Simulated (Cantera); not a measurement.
# Equilibrium for fluorocarbon and chlorocarbon gases: CH₃F + CH₄

Input: 1 mol CH₃F, 1.9 mol CH₄, equilibrated at 1950 °C and 490 Pa.

Cantera equilibrium calculation (NASA polynomials, part measured and part estimated; ideal gas, pure solids and liquids). Candidate condensed phases: C, C₆H₆, C₇H₈, C₈H₁₈; 95 gas species. Kinetics and transport are ignored.

```
Quantity                 Value
-------------------  ---------
x(H₂)                    0.753
x(HF)                    0.166
x(H)                    0.0794
x(C₂H₂ (acetylene))    0.00218
x(F)                   1.62e-5
x(C₂H)                 8.50e-6
x(C₄H₂)                2.59e-6
x(CH₃)                 1.40e-6
n(C(graphite))        2.87 mol
gas amount           6.040 mol
```
